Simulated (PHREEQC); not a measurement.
Metal-bearing waste water: an equilibrium model

Consider water at 25 °C with 0.0012 mol/kgw FeCl3, 0.01 mol/kgw MgSO4, 0.0106 mol/kgw H2SO4 and 0.00075 mol/kgw NaCl. Closed to the air; pH follows from the charge balance.

Model: ion-association model, wateq4f.dat, run in PHREEQC.

No solid was allowed to form.

**Question.** What pH does the model give?

**Answer.** pH 1.90.

**Question.** In which forms is Fe present?

**Answer.** FeSO4+ 80 %, Fe(SO4)2- 7.8 %, Fe+3 5.5 %, FeHSO4+2 4.8 %, FeOH+2 1.5 % of the Fe.

Examples of supersaturated solids here: Hematite (slow to form), Goethite (slow to form). Others may be too.
